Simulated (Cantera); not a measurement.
A perfectly stirred reactor is fed with 12.0 % NH3, 88.0 % N2, at 285 Torr; it is held at 1975 K, and followed from long to short residence time.

Computed with Cantera and the gas-phase N/H chemistry of the illustrative SiF4/NH3 mechanism in the Surface Chemkin manual (1991). Walls and surfaces, which speed up NH3 decomposition in real reactors, are not modelled.

x: mole fraction; the columns are a selection and need not sum to one.

```json
[
 {"τ (s)": "3.9", "x NH3": "0.00433", "x N2H4": "1.93e-10", "x N2H2": "1.34e-8", "x H2": "0.155", "x N": "6.57e-7", "x H": "0.000372", "x NH": "2.46e-6"},
 {"τ (s)": "1.5", "x NH3": "0.0103", "x N2H4": "6.54e-10", "x N2H2": "3.64e-8", "x H2": "0.147", "x N": "6.98e-7", "x H": "0.000272", "x NH": "3.44e-6"},
 {"τ (s)": "0.56", "x NH3": "(withheld)", "x N2H4": "(withheld)", "x N2H2": "(withheld)", "x H2": "(withheld)", "x N": "7.25e-7", "x H": "(withheld)", "x NH": "(withheld)"},
 {"τ (s)": "0.22", "x NH3": "(withheld)", "x N2H4": "(withheld)", "x N2H2": "(withheld)", "x H2": "(withheld)", "x N": "7.17e-7", "x H": "(withheld)", "x NH": "(withheld)"},
 {"τ (s)": "0.083", "x NH3": "0.0719", "x N2H4": "1.07e-8", "x N2H2": "3.51e-7", "x H2": "0.0647", "x N": "6.42e-7", "x H": "7.00e-5", "x NH": "6.71e-6"},
 {"τ (s)": "0.032", "x NH3": "0.0952", "x N2H4": "1.75e-8", "x N2H2": "4.93e-7", "x H2": "0.0335", "x N": "4.79e-7", "x H": "3.56e-5", "x NH": "6.76e-6"},
 {"τ (s)": "0.012", "x NH3": "0.110", "x N2H4": "2.51e-8", "x N2H2": "5.79e-7", "x H2": "0.0143", "x N": "2.58e-7", "x H": "1.63e-5", "x NH": "5.89e-6"},
 {"τ (s)": "0.0046", "x NH3": "0.116", "x N2H4": "3.10e-8", "x N2H2": "5.85e-7", "x H2": "0.00551", "x N": "1.02e-7", "x H": "7.15e-6", "x NH": "4.60e-6"}
]
```

Problem. Complete the blanks.

Solution. 
- 0.56, x NH3: 0.0233
- 0.56, x N2H4: 2.05e-9
- 0.56, x N2H2: 9.30e-8
- 0.56, x H2: 0.130
- 0.56, x H: 0.000189
- 0.56, x NH: 4.67e-6
- 0.22, x NH3: 0.0443
- 0.22, x N2H4: 5.14e-9
- 0.22, x N2H2: 1.97e-7
- 0.22, x H2: 0.102
- 0.22, x H: 0.000124
- 0.22, x NH: 5.86e-6
